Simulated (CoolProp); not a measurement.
A single-stage vapour-compression cycle with the fluid: evaporating at 271.15 K (dew point), condensing at 310.15 K (bubble point), superheat 5 K, subcooling 2 K, compressor efficiency 0.75, no pressure losses. The same conditions are run with several fluids, on thermodynamics alone (safety and materials aside).

Model: reference Helmholtz-energy equation of state of each fluid (isobutene: Lemmon 2005; the fluoroketone C6F12O (FK-5-1-12): McLinden 2015; carbonyl sulfide: Lemmon 2006; R404A: Lemmon 2003; R407C: Lemmon 2003; propane: Lemmon 2009), in CoolProp. Blends and air are pseudo-pure fits.

Problem. Rank isobutene, the fluoroketone C6F12O (FK-5-1-12), carbonyl sulfide, R404A, R407C, propane by cooling COP, highest first.

Solution. isobutene (4.52), carbonyl sulfide (4.37), propane (4.28), the fluoroketone C6F12O (FK-5-1-12) (3.99), R404A (3.93), R407C (3.62)

| fluid | pressure ratio | discharge temperature (K) | refrigerating effect (kJ/kg) | volumetric capacity (kJ/m³) |
|---|---|---|---|---|
| isobutene | 3.52 | 324.5 | 308 | 968 |
| the fluoroketone C6F12O (FK-5-1-12) | 5.83 | 310.1 | 65.7 | 103 |
| carbonyl sulfide | 2.78 | 359.2 | 226 | 4000 |
| R404A | 3.02 | 325.7 | 118 | 3260 |
| R407C | 3.78 | 342.6 | 161 | 2870 |
| propane | 2.86 | 327.3 | 288 | 2740 |

The compression ends wet for: the fluoroketone C6F12O (FK-5-1-12).
